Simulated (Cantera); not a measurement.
A Cantera script and what it prints.

```python
import numpy as np
import cantera as ct

gas_names = """
    H2 O2
""".split()
cond_names = """
    CuO2H2(s) Cu2O(s) Cu2O(L)
""".split()


# ... load() reads the species with a 1 bar reference pressure and builds the phases ...
species = {s.name: s for s in load("nasa_gas.yaml", gas_names) + load("nasa_condensed.yaml", cond_names)}
# Each term lists the table entries of one substance; the one whose range holds T is used.
reactions = {
    '4 Cu(OH)2 = 4 H2(g) + 3 O2(g) + 2 Cu2O':
        [(-4, ['CuO2H2(s)']), (4, ['H2']), (3, ['O2']), (2, ['Cu2O(s)', 'Cu2O(L)'])],
}


def pick(names, T):
    return next(species[n] for n in names if species[n].thermo.min_temp <= T <= species[n].thermo.max_temp)


results = []
for label, terms in reactions.items():
    print(label)
    print("     T/K   dH/kJ  dS/(J/K)   dG/kJ   log10 K")
    for T in [648, 848, 1048, 1248, 1448]:
        used = [(nu, pick(names, T)) for nu, names in terms]
        dH = sum(nu * s.thermo.h(T) for nu, s in used) / 1e6
        dS = sum(nu * s.thermo.s(T) for nu, s in used) / 1e3
        dG = dH - T * dS / 1e3
        logK = -dG * 1e6 / (ct.gas_constant * T * np.log(10))
        results.append((label, T, dH, dS, dG, logK, [s.name for _, s in used]))
        print(f"{T:8g} {dH:8.1f} {dS:8.1f} {dG:8.1f} {logK:8.2f}")
```

It prints:

```
4 Cu(OH)2 = 4 H2(g) + 3 O2(g) + 2 Cu2O
     T/K   dH/kJ  dS/(J/K)   dG/kJ   log10 K
     648   1438.5    842.8    892.4   -71.93
     848   1421.8    820.4    726.1   -44.72
    1048   1403.7    801.2    564.0   -28.11
    1248   1386.6    786.3    405.3   -16.96
    1448   1372.4    775.7    249.2    -8.99
```

Source: NASA polynomial tables (part measured, part estimated), evaluated in Cantera. Condensed species are held in their standard states even where they would react or evaporate.
